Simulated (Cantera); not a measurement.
A closed system holds: 1 mol LiOH, 4 mol H2O, 0.13 mol O2, at 1425 °C and 0.133 bar.

These are equilibrium values from Cantera (NASA tables, ideal gas, pure condensed phases), not measurements of a reactor. Candidate condensed phases: H2O, Li, LiH, LiOH, Li2O; 17 gas species. Rates play no part.

Problem. What is the equilibrium state?

Solution. 
```json
{
 "x(H2O)": "0.779",
 "x(LiOH)": "0.193",
 "x(O2)": "0.0252",
 "x(OH)": "0.000977",
 "x(Li2(OH)2)": "0.000625",
 "x(H2)": "0.000265",
 "x(Li2O)": "0.000166",
 "x(Li)": "4.77e-5",
 "x(O)": "1.91e-5",
 "gas_amount": "5.129 mol",
 "log10 activity of Li2O(s) (absent)": "-0.59",
 "log10 activity of Li(l) (absent)": "-5.41"
}
```
